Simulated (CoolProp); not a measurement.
A single-stage vapour-compression cycle with the fluid: evaporating at 304.15 K (dew point), condensing at 352.15 K (bubble point), superheat 0 K, subcooling 8 K, compressor efficiency 0.75, no pressure losses. The same conditions are run with several fluids, on thermodynamics alone (safety and materials aside).

Model: reference Helmholtz-energy equation of state of each fluid (fluoroethane (R161): Wu 2012; methanol: de Reuck 1993; dimethyl ether: Wu 2011; R142b: Lemmon 2006; R1336mzz(Z): McLinden 2020; propane: Lemmon 2009), in CoolProp.

```csv
fluid,cooling COP,pressure ratio,discharge temperature (K),refrigerating effect (kJ/kg),volumetric capacity (kJ/m³)
fluoroethane (R161),3.62,2.96,373.9,229,5800
methanol,4.29,7.59,451.3,1050,315
dimethyl ether,3.89,3.12,368.8,287,4210
R142b,3.91,3.34,359.8,142,2550
R1336mzz(Z),3.93,4.52,352.1,115,723
propane,3.35,2.78,362.6,203,4880
```

The compression ends wet for: R1336mzz(Z).
